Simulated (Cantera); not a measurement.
Input (Python, Cantera):

```python
import numpy as np
import cantera as ct

surf = ct.Interface("diamond.yaml", "diamond_100")
gas, bulk = surf.adjacent["gas"], surf.adjacent["diamond"]
k = surf.kinetics_species_index(bulk.species_names[0])
cover = ["c6HH", "c6H*", "c6*H", "c6**", "c6HM", "c6B"]

rows, drift = [], 0.0
print(f"{'xCH3':>10s}{'um/h':>11s}" + "".join(f"{s:>11s}" for s in cover))
for v in [1e-06, 2.4e-06, 6e-06, 1.5e-05, 3.6e-05, 8.7e-05, 0.00021, 0.00052, 0.0013]:
    T, P, xH, xCH3 = 1150, 6200, 0.0022, v
    gas.TPX = T, P, {"H": xH, "CH3": xCH3, "CH4": 0.013, "H2": 1 - xH - xCH3 - 0.013}
    surf.TP = bulk.TP = T, P
    surf.coverages = "c6H*:0.1, c6HH:0.9"
    surf.advance_coverages(100.0)
    before = surf.coverages
    surf.advance_coverages(100.0)
    drift = max(drift, np.max(np.abs(surf.coverages - before) / (surf.coverages + 1e-9)))
    rate = surf.net_production_rates[k] * bulk.mean_molecular_weight / bulk.density * 3.6e9
    rows.append([rate, *surf[cover].coverages])
    print(f"{v:10.4g}{rate:11.4e}" + "".join(f"{x:11.3e}" for x in rows[-1][1:]))
```

It prints:

```
      xCH3       um/h       c6HH       c6H*       c6*H       c6**       c6HM        c6B
     1e-06 2.1233e-02  4.807e-01  3.280e-02  4.646e-01  2.188e-02  4.660e-05  5.762e-11
   2.4e-06 5.0951e-02  4.806e-01  3.279e-02  4.645e-01  2.188e-02  1.118e-04  1.383e-10
     6e-06 1.2732e-01  4.805e-01  3.278e-02  4.644e-01  2.186e-02  2.794e-04  3.455e-10
   1.5e-05 3.1794e-01  4.802e-01  3.276e-02  4.641e-01  2.183e-02  6.978e-04  8.627e-10
   3.6e-05 7.6106e-01  4.795e-01  3.271e-02  4.633e-01  2.174e-02  1.671e-03  2.065e-09
   8.7e-05 1.8276e+00  4.778e-01  3.258e-02  4.614e-01  2.155e-02  4.014e-03  4.959e-09
   0.00021 4.3455e+00  4.737e-01  3.227e-02  4.571e-01  2.108e-02  9.554e-03  1.179e-08
   0.00052 1.0372e+01  4.639e-01  3.153e-02  4.466e-01  1.998e-02  2.287e-02  2.815e-08
    0.0013 2.3804e+01  4.420e-01  2.987e-02  4.231e-01  1.760e-02  5.281e-02  6.459e-08
```

Detailed kinetics in Cantera: the Harris–Goodwin 1993 mechanism for the reconstructed diamond (100) surface.
